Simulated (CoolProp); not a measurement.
c-C4F8 (RC318) along the isobar 28.9 bar: fugacity coefficient from the reference equation and from simpler models built on Tc = 388.4 K, pc = 27.78 bar, ω = 0.355; each cubic takes its own stable root.

The numbers come from the reference Helmholtz-energy equation of state, Platzer 1990 in CoolProp. This equation is an older, rougher fit; its heat capacities, sound speeds and derivatives of the liquid may be far off and weren't checked against measurements.

```json
[
 {"T (K)": "269", "phase": "liquid", "reference": "0.04215", "van der Waals": "0.1952", "Redlich-Kwong": "0.08374", "Soave-Redlich-Kwong": "0.04253", "Peng-Robinson": "0.04168"},
 {"T (K)": "277.2", "phase": "liquid", "reference": "0.05726", "van der Waals": "0.2220", "Redlich-Kwong": "(withheld)", "Soave-Redlich-Kwong": "0.05780", "Peng-Robinson": "(withheld)"},
 {"T (K)": "285.5", "phase": "liquid", "reference": "0.07620", "van der Waals": "0.2507", "Redlich-Kwong": "0.1309", "Soave-Redlich-Kwong": "0.07699", "Peng-Robinson": "0.07488"},
 {"T (K)": "293.8", "phase": "liquid", "reference": "0.09918", "van der Waals": "(withheld)", "Redlich-Kwong": "0.1597", "Soave-Redlich-Kwong": "0.1003", "Peng-Robinson": "0.09728"},
 {"T (K)": "302", "phase": "liquid", "reference": "0.1261", "van der Waals": "0.3122", "Redlich-Kwong": "0.1913", "Soave-Redlich-Kwong": "0.1277", "Peng-Robinson": "0.1236"},
 {"T (K)": "310.3", "phase": "liquid", "reference": "0.1579", "van der Waals": "0.3451", "Redlich-Kwong": "0.2264", "Soave-Redlich-Kwong": "0.1600", "Peng-Robinson": "0.1546"},
 {"T (K)": "318.6", "phase": "liquid", "reference": "0.1943", "van der Waals": "0.3790", "Redlich-Kwong": "0.2646", "Soave-Redlich-Kwong": "0.1971", "Peng-Robinson": "0.1902"},
 {"T (K)": "326.8", "phase": "liquid", "reference": "0.2349", "van der Waals": "0.4135", "Redlich-Kwong": "(withheld)", "Soave-Redlich-Kwong": "0.2385", "Peng-Robinson": "0.2299"},
 {"T (K)": "335.1", "phase": "liquid", "reference": "0.2804", "van der Waals": "0.4491", "Redlich-Kwong": "0.3482", "Soave-Redlich-Kwong": "0.2848", "Peng-Robinson": "0.2744"},
 {"T (K)": "343.4", "phase": "liquid", "reference": "0.3302", "van der Waals": "0.4852", "Redlich-Kwong": "0.3934", "Soave-Redlich-Kwong": "0.3355", "Peng-Robinson": "0.3231"},
 {"T (K)": "351.6", "phase": "liquid", "reference": "0.3832", "van der Waals": "0.5211", "Redlich-Kwong": "(withheld)", "Soave-Redlich-Kwong": "0.3892", "Peng-Robinson": "0.3748"},
 {"T (K)": "359.9", "phase": "liquid", "reference": "0.4401", "van der Waals": "0.5575", "Redlich-Kwong": "0.4875", "Soave-Redlich-Kwong": "0.4465", "Peng-Robinson": "0.4300"},
 {"T (K)": "368.2", "phase": "liquid", "reference": "0.4996", "van der Waals": "0.5936", "Redlich-Kwong": "0.5355", "Soave-Redlich-Kwong": "0.5058", "Peng-Robinson": "0.4873"},
 {"T (K)": "376.4", "phase": "liquid", "reference": "0.5598", "van der Waals": "0.6285", "Redlich-Kwong": "0.5825", "Soave-Redlich-Kwong": "0.5649", "Peng-Robinson": "0.5445"},
 {"T (K)": "384.7", "phase": "liquid", "reference": "0.6205", "van der Waals": "0.6623", "Redlich-Kwong": "0.6280", "Soave-Redlich-Kwong": "0.6229", "Peng-Robinson": "0.6007"},
 {"T (K)": "393", "phase": "supercritical", "reference": "0.6708", "van der Waals": "0.6922", "Redlich-Kwong": "0.6660", "Soave-Redlich-Kwong": "0.6697", "Peng-Robinson": "0.6461"}
]
```

Question: Fill in the missing entries.

Answer: 
- 277.2, Redlich-Kwong: 0.1055
- 277.2, Peng-Robinson: 0.05641
- 293.8, van der Waals: 0.2810
- 326.8, Redlich-Kwong: 0.3049
- 351.6, Redlich-Kwong: 0.4397
